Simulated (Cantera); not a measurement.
An isothermal, constant-pressure homogeneous reactor starts with H₂ : O₂ : N₂ = 0.026 : 1 : 0.39 (molar parts), equivalence ratio 0.013, at 1150 K and 1200 Pa.

Model: the H2/O2 subset of GRI-Mech 3.0, which has no nitrogen chemistry, integrated in Cantera. Radical loss at walls, strong at low pressure, is not modelled.

x: mole fraction; the columns are a selection and need not sum to one.

| t (s) | x H₂ | x O₂ | x OH | x H₂O | x HO₂ |
|---|---|---|---|---|---|
| 7.00e-5 | 0.0184 | 0.706 | 8.52e-11 | 9.97e-12 | 2.80e-10 |
| 0.000289 | 0.0184 | 0.706 | 8.03e-10 | 4.24e-10 | 1.16e-9 |
| 0.00119 | 0.0184 | 0.706 | 1.30e-8 | 2.12e-8 | 4.85e-9 |
| 0.00492 | 0.0182 | 0.706 | 7.08e-5 | 0.000144 | 4.80e-7 |
| 0.0203 | 0.000169 | 0.692 | 0.00110 | 0.0168 | 1.52e-6 |
| 0.0837 | 9.82e-5 | 0.697 | 0.000843 | 0.0176 | 1.25e-6 |
| 0.345 | (withheld) | 0.702 | (withheld) | 0.0182 | (withheld) |
| 1.42 | 2.17e-6 | 0.703 | 0.000127 | 0.0185 | 1.61e-7 |
| 5.88 | 1.91e-7 | 0.703 | 3.80e-5 | 0.0185 | 2.43e-8 |
| 24.2 | (withheld) | 0.703 | (withheld) | 0.0185 | (withheld) |
| 100 | 4.02e-9 | 0.703 | 5.57e-6 | 0.0185 | 1.87e-9 |

### Question
Some entries are withheld; supply them.

### Answer

- 0.345, x H₂: 2.26e-5
- 0.345, x OH: 0.000405
- 0.345, x HO₂: 6.52e-7
- 24.2, x H₂: 2.34e-8
- 24.2, x OH: 1.34e-5
- 24.2, x HO₂: 4.14e-9
